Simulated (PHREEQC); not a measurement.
Make-up at 25 °C: 82 mmol/kgw K2CO3 and 0.045 mmol/kgw H3BO3. Closed to the air; pH follows from the charge balance.

The numbers come from PHREEQC with the ion-association model, phreeqc.dat.

```
quantity          before    after
---------------  -------  -------
pH                 11.33    11.43
HCO3- (mol/kgw)  0.00314  0.00426
CO2 (mol/kgw)    2.32e-8  2.25e-8
```

Name the change that produced these shifts.
A) H3BO3 from 4.5e-05 to 0.000225 mol/kgw
B) temperature from 25 to 85 °C
C) 0.0038 mol/kgw Li2CO3 added
D) K2CO3 from 0.082 to 0.164 mol/kgw
E) temperature from 25 to 75 °C

D, K2CO3 from 0.082 to 0.164 mol/kgw

This is a speciation only: nothing precipitates in the calculation.
